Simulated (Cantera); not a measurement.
A perfectly stirred reactor is fed with 29.8 % H2, 10.6 % O2, 59.6 % N2, at 13.0 bar; it is adiabatic with a 325 K inlet, and is followed from long to short residence time, starting on the burning branch (τ in s: 0.31, 0.093, 0.028, 0.0084, 0.0025, 0.00076, 0.00023, 6.8e-05, 2.1e-05).

Detailed kinetics in Cantera: GRI-Mech 3.0 (53 species, 325 reactions). The hydrogen kinetics of GRI-Mech 3.0 are dated; newer H2 mechanisms differ, most at raised pressure. The pressure lies above the range GRI-Mech 3.0 was tuned for (to about 10 atm).

x: mole fraction; the columns are a selection and need not sum to one.

| τ (s) | T (K) | x H2 | x O2 | x NO2 | x HO2 | x H | x NO |
|---|---|---|---|---|---|---|---|
| 0.31 | 1963 | 0.0953 | 1.08e-5 | 4.66e-12 | 8.79e-9 | 0.000167 | 1.28e-6 |
| 0.093 | 1962 | 0.0953 | 2.40e-5 | 7.66e-12 | 2.78e-8 | 0.000253 | 1.40e-6 |
| 0.028 | 1960 | 0.0952 | 4.83e-5 | 1.60e-11 | 8.56e-8 | 0.000423 | 1.84e-6 |
| 0.0084 | 1957 | 0.0952 | ___ | 3.59e-11 | ___ | ___ | ___ |
| 0.0025 | 1952 | 0.0951 | ___ | 8.12e-11 | ___ | ___ | ___ |
| 0.00076 | 1943 | 0.0951 | 0.000365 | 1.79e-10 | 1.83e-6 | 0.00220 | 4.95e-6 |
| 0.00023 | 1927 | 0.0951 | 0.000723 | 3.91e-10 | 4.35e-6 | 0.00376 | 6.93e-6 |
| 6.8e-5 | 1897 | 0.0953 | 0.00148 | 8.59e-10 | 1.00e-5 | 0.00643 | 9.59e-6 |
| 2.1e-5 | 1846 | 0.0966 | 0.00306 | 1.75e-9 | 2.28e-5 | 0.0104 | 1.21e-5 |

### Question
What belongs in the gaps?

### Answer

- 0.0084, x O2: 9.47e-5
- 0.0084, x HO2: 2.54e-7
- 0.0084, x H: 0.000732
- 0.0084, x NO: 2.55e-6
- 0.0025, x O2: 0.000186
- 0.0025, x HO2: 7.15e-7
- 0.0025, x H: 0.00128
- 0.0025, x NO: 3.56e-6
